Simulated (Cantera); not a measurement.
# Equilibrium for silicon epitaxy and polysilicon growth: Si2H6 + HCl + H2

Charge: 1 mol Si2H6, 0.061 mol HCl, 28 mol H2, at 10.0 mbar.

Equilibrium computed with Cantera from the NASA thermochemical tables; the gas is ideal and each condensed phase is pure. Candidate condensed phases: Si; 19 gas species. The feed counts by its element totals alone. Gases not in the tables: Si2H6 and higher silanes. Kinetics and transport are ignored.

| T (K) | x H2 | x HCl | x H | x Si | x SiH2 | x SiCl2 | n Si(s) | n Si(l) |
|---|---|---|---|---|---|---|---|---|
| 1525 | 0.998 | 0.00194 | 0.000236 | 1.89e-6 | 2.05e-6 | 1.23e-5 | 2.00 | 0 |
| 1550 | 0.998 | 0.00194 | 0.000315 | 3.32e-6 | 2.79e-6 | 1.25e-5 | 2.00 | 0 |
| 1575 | 0.998 | 0.00194 | 0.000415 | 5.74e-6 | 3.75e-6 | 1.27e-5 | 2.00 | 0 |
| 1600 | 0.997 | 0.00194 | 0.000543 | 9.75e-6 | 4.99e-6 | 1.30e-5 | 2.00 | 0 |
| 1625 | 0.997 | 0.00193 | 0.000705 | 1.63e-5 | 6.59e-6 | 1.31e-5 | 2.00 | 0 |
| 1650 | 0.997 | 0.00193 | 0.000907 | 2.68e-5 | 8.63e-6 | 1.33e-5 | 2.00 | 0 |
| 1675 | 0.997 | 0.00193 | 0.00116 | 4.34e-5 | 1.12e-5 | 1.35e-5 | 2.00 | 0 |
| 1700 | 0.996 | 0.00193 | 0.00147 | 6.79e-5 | 1.41e-5 | 1.34e-5 | 0 | 2.00 |
x: gas mole fraction; n: condensed amount in mol.

From 1525 K to 1675 K the condensed part is Si(s). At 1700 K the condensed part is Si(l). The main Si-bearing gas is SiCl2 at 1525 K and Si at 1700 K.
